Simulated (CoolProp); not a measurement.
Saturation properties of propylene.

Model: reference Helmholtz-energy equation of state, Lemmon 2013, in CoolProp.

| T (K) | p (bar) | vapour Z | liquid conductivity (mW/(m K)) |
|---|---|---|---|
| 245.4 | 2.305 | 0.9358 | 137 |
| 255 | 3.260 | 0.9184 | 132 |
| 264.6 | ? | ? | ? |
| 274.2 | 6.026 | 0.8752 | ? |
| 283.8 | 7.927 | 0.8491 | 118 |
| 293.4 | ? | 0.8196 | 114 |
| 303 | 13.00 | 0.7866 | 109 |
| 312.5 | 16.24 | 0.7497 | ? |
| 322.1 | ? | 0.7076 | 98.7 |
| 331.7 | ? | 0.6591 | 93.4 |
| 341.3 | 29.72 | 0.6019 | 88.1 |

**Question.** Complete the blanks.

**Answer.** 
- 264.6, p (bar): 4.486
- 264.6, vapour Z: 0.8982
- 264.6, liquid conductivity (mW/(m K)): 128
- 274.2, liquid conductivity (mW/(m K)): 123
- 293.4, p (bar): 10.24
- 312.5, liquid conductivity (mW/(m K)): 104
- 322.1, p (bar): 20.08
- 331.7, p (bar): 24.55

It boils at 225.5 K under 1 atm.

Thermal conductivity comes from a separate model (Huber 2003), an estimate that may be off by 10 % or more.
